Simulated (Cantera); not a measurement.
Input: 1 mol BCl3, 2 mol O2, 14 mol H2O, held at 0.00380 bar.

These are equilibrium values from Cantera (NASA tables, ideal gas, pure condensed phases), not measurements of a reactor. Candidate condensed phases: B, B2O3, B3O3H3, H2O; 33 gas species. The tables' values for BOCl are old estimates; treat these amounts as uncertain. Gases not in the tables: H3BO3. Equilibrium is a limit: real reactors are often held back by kinetics, nucleation or transport.

x: gas mole fraction; n: condensed amount in mol.

```
T (K)  x H2O  x HCl   x O2   x HBO2      x Cl  n B2O3(l)
-----  -----  -----  -----  -------  --------  ---------
850    0.713  0.170  0.114  8.62e-6   1.43e-5      0.436
925    0.713  0.171  0.114      ___       ___      0.459
1000   0.713  0.171  0.114      ___       ___      0.470
1075   0.712  0.171  0.114  0.00154  0.000237      0.468
1150   0.709  0.170  0.114  0.00539  0.000474      0.439
1225   0.700  0.169  0.113   0.0160  0.000870      0.349
1300   0.679  0.166  0.111   0.0411   0.00149      0.124
1375   0.668  0.164  0.110   0.0551   0.00239          0
1450   0.668  0.163  0.110   0.0551   0.00366          0
1525   0.668  0.161  0.109   0.0550   0.00534          0
1600   0.668  0.159  0.109   0.0548   0.00750          0
1675   0.668  0.156  0.108   0.0546    0.0102          0
1750   0.667  0.152  0.106   0.0542    0.0133          0
```

Task: Some entries are withheld; supply them.

Result: 
- 1000, x HBO2: 0.000359
- 1000, x Cl: 0.000107
- 925, x HBO2: 6.52e-5
- 925, x Cl: 4.24e-5
